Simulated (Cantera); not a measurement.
Mixture: H₂ : O₂ : N₂ = 1 : 1.06 : 4 (molar parts), equivalence ratio 0.47, at 5.00 bar, adiabatic and at constant volume. Ignition delay is the time to a rise of 400 K.

Model: the H2/O2 subset of GRI-Mech 3.0, which has no nitrogen chemistry, integrated in Cantera. The hydrogen kinetics of GRI-Mech 3.0 are dated; newer H2 mechanisms differ, most at raised pressure. Where the delays flatten at high temperature, the 400 K rule measures the pace of heat release, not the induction time.

**Question.** What does this change do: pressure from 5.00 bar to 1.00 bar?

**Answer.** 
```tsv
quantity	before	after
delay at 1173 K	24.0 µs	56.5 µs
delay at 1273 K	8.36 µs	35.5 µs
delay at 1373 K	4.84 µs	25.8 µs
delay at 1473 K	3.33 µs	21.2 µs
delay at 1573 K	2.53 µs	19.3 µs
```

**Question.** What does this change do: pressure from 5.00 bar to 1.10 bar?

**Answer.** 
| quantity | before | after |
|---|---|---|
| delay at 1173 K | 24.0 µs | 51.7 µs |
| delay at 1273 K | 8.36 µs | 32.1 µs |
| delay at 1373 K | 4.84 µs | 23.1 µs |
| delay at 1473 K | 3.33 µs | 18.7 µs |
| delay at 1573 K | 2.53 µs | 16.9 µs |
